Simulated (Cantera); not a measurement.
Cantera run:

```python
import numpy as np
import cantera as ct

gas_names = """
    CL CL2 H HCL H2 Si SiCL SiCL2 SiCL3 SiCL4 SiH SiHCL3 SiH2 SiH2CL2 SiH3 SiH3CL SiH4 Si2 Si3
""".split()
cond_names = """
    Si(cr) Si(L)
""".split()


def load(file, names, dense=False):
    # The tables refer to 1 bar. Condensed volumes are neglected.
    table = {s.name: s for s in ct.Species.list_from_file(file)}
    out = []
    for n in names:
        d = dict(table[n].input_data)
        d["thermo"] = dict(d["thermo"], **{"reference-pressure": 1e5})
        if dense:
            d["equation-of-state"] = {"model": "constant-volume", "density": "1e6 g/cm^3"}
        out.append(ct.Species.from_dict(d))
    return out


gas = ct.Solution(thermo="ideal-gas", species=load("nasa_gas.yaml", gas_names))
cond = {s.name: ct.Solution(thermo="fixed-stoichiometry", species=[s], name=s.name)
        for s in load("nasa_condensed.yaml", cond_names, dense=True)}
atoms = {
    'SiH2Cl2': {'Si': 1, 'H': 2, 'CL': 2},
    'H2': {'H': 2},
}
top_T = {}  # K; cautious upper limits of use, not melting points


def equilibrate(T, P, feed):
    n = {}
    for name, mol in feed.items():
        for a, k in atoms[name].items():
            n[a] = n.get(a, 0.0) + k * mol
    gas.TPX = T, P, n
    mass = sum(n.values()) * gas.mean_molecular_weight
    gas.equilibrate("TP")
    valid = [c for c in cond.values() if c.min_temp <= T <= top_T.get(c.name, c.max_temp)]
    mix = ct.Mixture([(gas, mass / gas.mean_molecular_weight)] + [(c, 0.0) for c in valid])
    mix.T, mix.P = T, P
    mix.equilibrate("TP", solver="vcs", rtol=1e-11, max_steps=5000)
    return mix


results = []
T = 1348  # K
P = 10000  # Pa
for m in [3.1, 4.7, 7, 11, 16, 24, 37]:
    feed = {'SiH2Cl2': 1, 'H2': m}  # mol
    mix = equilibrate(T, P, feed)
    results.append((T, P, feed, dict(zip(mix.species_names, mix.species_moles))))
    x = sorted(zip(gas.X, gas.species_names), reverse=True)
    print(f"T = {T:g} K  P = {P:g} Pa  n(H2) = {m:g} mol  gas = {mix.phase_moles(0):.4g} mol")
    print("   x: " + "  ".join(f"{s} {v:.3e}" for v, s in x if v > 0.0001))
    print("   condensed (mol): " + ("  ".join(f"{mix.phase(i).name} {mix.phase_moles(i):.4g}"
          for i in range(1, mix.n_phases) if mix.phase_moles(i) > 1e-12) or "none"))
```

It prints:

```
T = 1348 K  P = 10000 Pa  n(H2) = 3.1 mol  gas = 4.88 mol
   x: H2 7.750e-01  HCL 1.197e-01  SiCL2 5.186e-02  SiCL4 2.659e-02  SiCL3 1.657e-02  SiHCL3 9.775e-03  SiH2CL2 5.233e-04
   condensed (mol): Si(cr) 0.486
T = 1348 K  P = 10000 Pa  n(H2) = 4.7 mol  gas = 6.512 mol
   x: H2 8.173e-01  HCL 1.081e-01  SiCL2 4.011e-02  SiCL4 1.591e-02  SiCL3 1.127e-02  SiHCL3 6.828e-03  SiH2CL2 4.269e-04
   condensed (mol): Si(cr) 0.5145
T = 1348 K  P = 10000 Pa  n(H2) = 7 mol  gas = 8.847 mol
   x: H2 8.540e-01  HCL 9.531e-02  SiCL2 2.985e-02  SiCL4 8.808e-03  SiCL3 7.236e-03  SiHCL3 4.480e-03  SiH2CL2 3.319e-04
   condensed (mol): Si(cr) 0.5513
T = 1348 K  P = 10000 Pa  n(H2) = 11 mol  gas = 12.89 mol
   x: H2 8.898e-01  HCL 7.959e-02  SiCL2 1.997e-02  SiCL3 3.961e-03  SiCL4 3.945e-03  SiHCL3 2.504e-03  SiH2CL2 2.314e-04
   condensed (mol): Si(cr) 0.6053
T = 1348 K  P = 10000 Pa  n(H2) = 16 mol  gas = 17.92 mol
   x: H2 9.146e-01  HCL 6.630e-02  SiCL2 1.349e-02  SiCL3 2.197e-03  SiCL4 1.798e-03  SiHCL3 1.408e-03  SiH2CL2 1.606e-04
   condensed (mol): Si(cr) 0.6585
T = 1348 K  P = 10000 Pa  n(H2) = 24 mol  gas = 25.95 mol
   x: H2 9.368e-01  HCL 5.248e-02  SiCL2 8.250e-03  SiCL3 1.051e-03  SiHCL3 6.818e-04  SiCL4 6.729e-04  SiH2CL2 1.006e-04
   condensed (mol): Si(cr) 0.7208
T = 1348 K  P = 10000 Pa  n(H2) = 37 mol  gas = 38.97 mol
   x: H2 9.553e-01  HCL 3.923e-02  SiCL2 4.522e-03  SiCL3 4.266e-04  SiHCL3 2.794e-04  SiCL4 2.022e-04
   condensed (mol): Si(cr) 0.7861
```

Method: chemical equilibrium by Gibbs-energy minimisation in Cantera with the NASA 1993 tables (ideal gas, pure condensed phases). The tables' values for SiCl3 are old estimates; treat these amounts as uncertain.
